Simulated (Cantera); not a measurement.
Feed: 1 mol SiO2, 0.012 mol C, 0.19 mol N2, held at 1.30e-5 bar.

Method: chemical equilibrium by Gibbs-energy minimisation in Cantera with the NASA 1993 tables (ideal gas, pure condensed phases). Candidate condensed phases: C, Si, SiC, SiO2, Si2N2O, Si3N4; 56 gas species. Ions and electrons are included (thermal ionisation). Rates play no part.

At 3727 °C, list the 4 most abundant gas species with their mole fractions, and the condensed phases.

O 0.585, Si 0.269, N 0.0713, e- 0.0215. Condensed: gas only.
